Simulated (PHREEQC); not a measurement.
Dissolve 5 mmol/kgw HNO3, 66 mmol/kgw ZnSO4 and 1.4 mmol/kgw KCl at 20 °C. Closed to the air; pH follows from the charge balance.

The numbers come from PHREEQC with the ion-association model, phreeqc.dat.

Precipitation was switched off in this run.

Estimate the pH, density.

pH 2.66; density 1.009 g/cm³.

In which forms is S present?

SO4-2 42 %, ZnSO4 37 %, Zn(SO4)2-2 17 %, HSO4- 3.5 % of the S.

Complexes and solids missing from the database can't appear.
